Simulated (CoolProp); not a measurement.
Vapour-liquid equilibrium of CF4 (R14) (1) + CHF3 (R23) (2) at 182.2 K; x and y are mole fractions of (1).

Model: multi-fluid Helmholtz-energy mixture model, Platzer 1990 and Penoncello 2003; pair parameters Bell 2016, in CoolProp. This equation is an older, rougher fit; its heat capacities, sound speeds and derivatives of the liquid may be far off and weren't checked against measurements.

```csv
x,"bubble pressure, mixture model (bar)","bubble pressure, Raoult's law (bar)","y, mixture model","y, Raoult's law"
0.05,…,0.9444,0.682,0.410
0.2,4.301,2.017,0.871,0.767
0.35,5.475,3.089,…,0.876
0.5,6.018,4.161,…,0.929
0.65,6.387,5.233,…,0.961
0.8,6.838,6.305,0.944,0.981
0.95,7.480,7.378,0.980,0.996
```

Problem. Complete the blanks.

Solution. 
- 0.05, bubble pressure, mixture model (bar): 1.826
- 0.35, y, mixture model: 0.904
- 0.5, y, mixture model: 0.917
- 0.65, y, mixture model: 0.927

The largest gap from Raoult's law is +113.2 % in bubble pressure, at x = 0.2. No azeotrope shows between x = 0.05 and 0.95.

The pair parameters rest on a limited set of measurements; away from them the model extrapolates. With so large a gap from Raoult's law the liquid may split in two, which this calculation doesn't test in full.
